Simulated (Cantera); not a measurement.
Cantera run, input and output.

```python
import numpy as np
import cantera as ct

gas = ct.Solution("gri30.yaml")
gas.TPX = 1198, 101325, {'N2O': 1, 'H2O': 0.018}
inlet = ct.Reservoir(gas, clone=True)

reactor = ct.IdealGasConstPressureReactor(gas, energy="off", clone=False)
exhaust = ct.Reservoir(gas, clone=True)
tau = [0.38, 0.23, 0.14, 0.086, 0.053, 0.032, 0.02, 0.012, 0.0074][0]
for a, b in ((inlet, reactor), (reactor, exhaust)):
    ct.MassFlowController(a, b, mdot=lambda t: reactor.mass / tau)
net = ct.ReactorNet([reactor])
show = ['N2O', 'NO', 'O', 'NO2', 'O2']

rows = []
print(f"{'tau/s':>10s}{'T/K':>9s}" + "".join(f"{s:>11s}" for s in show))
for tau in [0.38, 0.23, 0.14, 0.086, 0.053, 0.032, 0.02, 0.012, 0.0074]:
    net.initial_time = 0.0
    net.advance(30 * tau)
    before = gas.X
    net.advance(40 * tau)
    drift = np.max(np.abs(gas.X - before) / (gas.X + 1e-9))
    rows.append([gas.T, *gas[show].X, drift])
    print(f"{tau:10.3e}{gas.T:9.1f}" + "".join(f"{x:11.3e}" for x in gas[show].X))
```

Result:

```
     tau/s      T/K        N2O         NO          O        NO2         O2
 3.800e-01   1198.0  7.383e-01  1.355e-02  1.424e-06  5.469e-04  7.458e-02
 2.300e-01   1198.0  8.159e-01  9.349e-03  1.488e-06  5.074e-04  5.070e-02
 1.400e-01   1198.0  8.725e-01  6.180e-03  1.539e-06  4.567e-04  3.335e-02
 8.600e-02   1198.0  9.112e-01  3.979e-03  1.582e-06  3.962e-04  2.153e-02
 5.300e-02   1198.0  9.369e-01  2.511e-03  1.620e-06  3.281e-04  1.369e-02
 3.200e-02   1198.0  9.543e-01  1.531e-03  1.656e-06  2.536e-04  8.427e-03
 2.000e-02   1198.0  9.645e-01  9.614e-04  1.686e-06  1.868e-04  5.323e-03
 1.200e-02   1198.0  9.715e-01  5.818e-04  1.714e-06  1.236e-04  3.214e-03
 7.400e-03   1198.0  9.756e-01  3.652e-04  1.734e-06  7.672e-05  1.988e-03
```

Model: GRI-Mech 3.0 (53 species, 325 reactions), integrated in Cantera. GRI-Mech 3.0 was tuned for natural gas; its chemistry of N2O as a main component is partial and can be far from experiment. The mechanism lacks the step 2 NO + O2 → 2 NO2, which can matter for NO2 below about 1400 K. The temperature is held fixed by assumption; the heat of reaction is taken as removed at once.
